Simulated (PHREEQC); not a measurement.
PHREEQC input (ion-association model, wateq4f.dat):

```
SOLUTION_MASTER_SPECIES
  An  An-  0  An  62.0  # stands for a non-complexing anion
SOLUTION_SPECIES
  An- = An-
    -log_k 0
    -gamma 3.0 0
  PO4-3 + 3H+ = H3PO4  # constants of phreeqc.dat
    -log_k 21.721
    -delta_h -10.1 kJ
PHASES
  Fix_H+
    H+ = H+
    -log_k 0
SOLUTION 1
  temp 25
  units mmol/kgw
  pH 7 charge
  P 0.086
  Na 1.086
  An 1
END
SELECTED_OUTPUT 1
  -reset false
  -pH true
  -pe true
  -ionic_strength true
  -water true
  -totals Na P
  -molalities Hfo_wOH Hfo_wOH2+ Hfo_wO- Hfo_sOH Hfo_sOH2+ Hfo_sO- Hfo_wH2PO4 Hfo_wHPO4- Hfo_wPO4-2
USER_PUNCH 1
  -headings sigma psi
  10 PUNCH EDL("sigma", "Hfo"), EDL("psi", "Hfo")
PRINT
  -reset false
USE solution 1
SURFACE 1
  Hfo_wOH 0.00696629 600 3.1
  Hfo_sOH 0.000174157
EQUILIBRIUM_PHASES 1
  Fix_H+ -4 HAn 10
    -force_equality true
  O2(g) -0.68 10
END
# ... the last block is repeated for the other 12 points of pH, with NaOH or the acid as the point needs
```

Selected output (columns that matter, 13 of 13 rows; pH added in front):

```
pH	mu	Na	P	m_Hfo_wOH	m_Hfo_wOH2+	m_Hfo_wO-	m_Hfo_sOH	m_Hfo_sOH2+	m_Hfo_sO-	m_Hfo_wH2PO4	m_Hfo_wHPO4-	m_Hfo_wPO4-2	sigma	psi
4	0.002621	0.001086	9.3892e-12	0.0037653	0.0030069	0.00010801	9.531e-05	7.6113e-05	2.7341e-06	1.7998e-06	5.5322e-05	2.8878e-05	0.14833	0.2004
4.67	0.0018933	0.001086	1.3533e-11	0.0046973	0.0019196	0.00026332	0.0001189	4.859e-05	6.6654e-06	7.0295e-07	4.2224e-05	4.3073e-05	0.081441	0.17798
5.33	0.0014937	0.001086	2.9644e-11	0.0050865	0.001357	0.00043679	0.00012875	3.4348e-05	1.1056e-05	3.6319e-07	3.3418e-05	5.2219e-05	0.041795	0.14989
6	0.0012805	0.001086	9.5127e-11	0.0052183	0.0010893	0.00057266	0.00013209	2.7574e-05	1.4495e-05	2.4334e-07	2.8615e-05	5.7142e-05	0.020069	0.11656
6.67	0.0011743	0.001086	4.4256e-10	0.005258	0.00096795	0.00065432	0.00013309	2.4501e-05	1.6562e-05	1.9711e-07	2.6284e-05	5.9519e-05	0.0091434	0.080155
7.33	0.0011213	0.001086	3.3952e-09	0.0052708	0.00091058	0.00069893	0.00013342	2.3049e-05	1.7692e-05	1.7697e-07	2.5145e-05	6.0675e-05	0.0036582	0.042744
8	0.001089	0.001086	4.7376e-08	0.0052762	0.00087673	0.00072741	0.00013355	2.2192e-05	1.8412e-05	1.6551e-07	2.4449e-05	6.1338e-05	0.00030992	0.0041088
8.67	0.0010601	0.001086	8.666e-07	0.0052802	0.00084582	0.00075513	0.00013364	2.1407e-05	1.9112e-05	1.5394e-07	2.359e-05	6.139e-05	-0.0027697	-0.034584
9.33	0.0011348	0.0011939	1.3442e-05	0.0052917	0.00079167	0.00081031	0.00013369	2e-05	2.0471e-05	1.166e-07	1.9131e-05	5.3309e-05	-0.0075155	-0.071871
10	0.0014708	0.0015773	6.4732e-05	0.0053101	0.00066842	0.00096641	0.00013316	1.6762e-05	2.4234e-05	2.5264e-08	4.9267e-06	1.6316e-05	-0.017795	-0.10707
10.67	0.0021443	0.0024497	8.4052e-05	0.0052115	0.00049447	0.0012583	0.00013032	1.2365e-05	3.1466e-05	1.3943e-09	3.6071e-07	1.5848e-06	-0.0408	-0.13944
11.33	0.0045019	0.0053092	8.5788e-05	0.0046891	0.00024833	0.0020284	0.00011723	6.2084e-06	5.0712e-05	5.086e-11	2.3574e-08	1.8557e-07	-0.09468	-0.1635
12	0.014725	0.01658	8.5965e-05	0.0029336	4.9504e-05	0.0039826	7.3341e-05	1.2376e-06	9.9566e-05	7.5074e-13	1.0921e-09	2.6979e-08	-0.20916	-0.17376
```

H3PO4, which wateq4f.dat lacks, is added to it with the constant of phreeqc.dat.
